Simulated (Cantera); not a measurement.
A perfectly stirred reactor is fed with 1.96 % CH₄, 85.3 % H₂, 12.8 % H, at 0.0133 bar; it is held at 2550 K, and followed from long to short residence time.

Cantera simulation using GRI-Mech 3.0 (53 species, 325 reactions); the numbers are that mechanism's predictions, not measurements. GRI-Mech 3.0 stops at C3 and has no aromatics, soot or wall deposition, so with more carbon than oxygen in the feed, carbon stays in small species such as C2H2 where larger ones or solid carbon would form. Radical loss at walls, strong at low pressure, is not modelled.

**Question.** Predict: x(CH₄) at τ = 0.690 s; x(H₂) at τ = 0.690 s; x(H) at τ = 0.690 s; x(CH₃) at τ = 0.690 s; x(C₂H) at τ = 0.690 s; x(CH₄) at τ = 12.0 ms; x(H₂) at τ = 12.0 ms; x(H) at τ = 12.0 ms; x(CH₃) at τ = 12.0 ms; x(C₂H) at τ = 12.0 ms.

**Answer.** 
- x(CH₄) at τ = 0.690 s: 7.81e-6
- x(H₂) at τ = 0.690 s: 0.796
- x(H) at τ = 0.690 s: 0.195
- x(CH₃) at τ = 0.690 s: 3.34e-5
- x(C₂H) at τ = 0.690 s: 0.000175
- x(CH₄) at τ = 12.0 ms: 0.000331
- x(H₂) at τ = 12.0 ms: 0.886
- x(H) at τ = 12.0 ms: 0.104
- x(CH₃) at τ = 12.0 ms: 0.000668
- x(C₂H) at τ = 12.0 ms: 8.38e-5
